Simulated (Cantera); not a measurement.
Feed: 1 mol PbO, a varied amount of H₂, 10 mol N₂, equilibrated at 55.0 Pa.

These are equilibrium values from Cantera (NASA tables, ideal gas, pure condensed phases), not measurements of a reactor. Candidate condensed phases: H₂O, Pb, PbO, PbO₂, Pb₃O₄; 27 gas species. Mutual solubility and eutectic melting of coexisting phases are not modelled. Rates play no part.

Stable condensed phases, one row left out:

```
T in K \ n(H₂) in mol
         0.19 0.22 0.26 0.31 0.36 0.42 0.49 0.58 0.68 0.79 0.93  1.1
   1175     A    A    A    A    A    A    A    A    A    A    A    A
   1150     B    B    B    B    B    B    B    A    A    A    A    A
   1125     B    B    B    B    B    B    B    B    B    A    A    A
   1100     B    B    B    B    B    B    B    B    B    B    A    A
   1075     B    B    B    B    B    B    B    B    B    B    B    A
   1050     B    B    B    B    B    B    B    B    B    B    B    A
   1025     B    B    B    B    B    B    B    C    C    C    C    D
    975     C    C    C    C    C    C    C    C    C    C    C    D
    950     C    C    C    C    C    C    C    C    C    C    C    D
```

A: gas only; B: PbO; C: Pb + PbO; D: Pb.

Question: Give the row for 1000 K.

Answer: 0.19: PbO; 0.22: PbO; 0.26: PbO; 0.31: PbO; 0.36: Pb + PbO; 0.42: Pb + PbO; 0.49: Pb + PbO; 0.58: Pb + PbO; 0.68: Pb + PbO; 0.79: Pb + PbO; 0.93: Pb + PbO; 1.1: Pb.
